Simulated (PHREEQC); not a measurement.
A made-up water analysis in mmol/kgw, 25 °C, pH 7.01, pe 1.7:

```csv
constituent,mmol/kgw
Na,0.382
K,0.807
Ca,1.2
Mg,0.2
Cl,0.999
S(6),0.181
Alkalinity (meq/kgw),2.73
N(-3),0.00681
F,0.00483
```

Valence states are taken as typed.

The numbers come from PHREEQC with the ion-association model, wateq4f.dat.

Precipitation was switched off in this run.

Q: Estimate the charge-balance error.

A: charge-balance error -1.3 %.

Q: In which forms is S present?

A: SO4-2 87 %, CaSO4 11 %, MgSO4 2.1 % of the S.
